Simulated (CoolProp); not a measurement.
Sulfur dioxide at 280.01 K and 0.778 MPa is throttled through a valve to 0.0803 MPa with no heat exchange. Each further row changes one setting.

The numbers come from the reference Helmholtz-energy equation of state, Gao 2016 in CoolProp.

```tsv
case	temperature change (K)	final phase	final density (kg/m³)
as stated	…	…	…
outlet pressure 0.0241 MPa	-45.0	two-phase, vapour fraction 0.149	5.35
outlet pressure 0.104 MPa	…	two-phase, vapour fraction 0.058	…
```

**Question.** Some entries are withheld; supply them.

**Answer.** 
- as stated, temperature change (K): -22.0
- as stated, final phase: two-phase, vapour fraction 0.077
- as stated, final density (kg/m³): 31.4
- outlet pressure 0.104 MPa, temperature change (K): -16.3
- outlet pressure 0.104 MPa, final density (kg/m³): 52.3
